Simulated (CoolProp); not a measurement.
Vapour-liquid equilibrium of carbon dioxide (1) + neopentane (2) at -10.05 °C; x and y are mole fractions of (1).

Values from CoolProp's multi-fluid Helmholtz-energy mixture model, Span 1996 and Lemmon 2006; pair parameters Bell 2016.

Give the bubble pressure and the first vapour's composition at x = 0.05, 0.65, 0.8. Is there an azeotrope?

x = 0.05: 0.2245 MPa, y = 0.789; x = 0.65: 1.815 MPa, y = 0.977; x = 0.8: 2.097 MPa, y = 0.984. No azeotrope shows between x = 0.05 and 0.95.

Pair parameters are fitted to limited data, so mixtures are less certain than the pure fluids. The gap from Raoult's law changes sign with composition, which may be real or a fault of the pair parameters; it wasn't checked against measurements.
